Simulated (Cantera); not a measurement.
Mixture: CO : H₂ : CH₄ : O₂ : N₂ = 1 : 1.4 : 0.17 : 0.906 : 3.41 (molar parts), equivalence ratio 1.7, at 0.987 atm, adiabatic and at constant volume. Ignition delay is the time to a rise of 400 K.

Cantera simulation using GRI-Mech 3.0 (53 species, 325 reactions); the numbers are that mechanism's predictions, not measurements. Where the delays flatten at high temperature, the 400 K rule measures the pace of heat release, not the induction time.

Task: What does this change do: CO 1 to 0.37 parts?

Result: 
```json
[
 {"quantity": "delay at 1225 K", "before": "75.5 µs", "after": "69.5 µs"},
 {"quantity": "delay at 1425 K", "before": "28.5 µs", "after": "26.2 µs"},
 {"quantity": "delay at 1625 K", "before": "14.6 µs", "after": "13.4 µs"},
 {"quantity": "delay at 1825 K", "before": "8.73 µs", "after": "7.96 µs"},
 {"quantity": "delay at 2025 K", "before": "5.72 µs", "after": "5.18 µs"},
 {"quantity": "apparent activation energy between 1925 and 2125 K", "before": "66 kJ/mol", "after": "67 kJ/mol"}
]
```

Task: What does this change do: pressure from 0.987 atm to 9.87 atm?

Result: 
```csv
quantity,before,after
delay at 1225 K,75.5 µs,28.9 µs
delay at 1425 K,28.5 µs,4.23 µs
delay at 1625 K,14.6 µs,1.70 µs
delay at 1825 K,8.73 µs,0.929 µs
delay at 2025 K,5.72 µs,0.585 µs
apparent activation energy between 1925 and 2125 K,66 kJ/mol,71 kJ/mol
```
